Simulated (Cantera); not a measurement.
An isothermal plug-flow reactor at 550 K and 0.385 atm (inlet), inlet velocity 0.09 m/s, active area per volume 290 1/m; feed H2 : O2 : N2 = 0.0041 : 0.098 : 0.79 (molar parts).

Detailed kinetics in Cantera: Deutschmann's 1995 Pt surface mechanism with GRI-Mech 3.0 gas chemistry. Catalytic surfaces can have several steady states; this one follows from the mechanism file's or the stated starting coverage. Mass transfer to the wall is taken as infinitely fast.

One state of this run: x H2 = 4.74e-5; x O2 = 0.108; x H2O = 0.00456; θ free Pt = 0.000797; θ O* = 0.998; θ OH* = 0.000844. x: gas mole fraction; θ: surface coverage.

Which value of z (m) does it belong to?
A) 0.0082
B) 0.015
C) 0.0046
D) 0.00046

B, 0.015
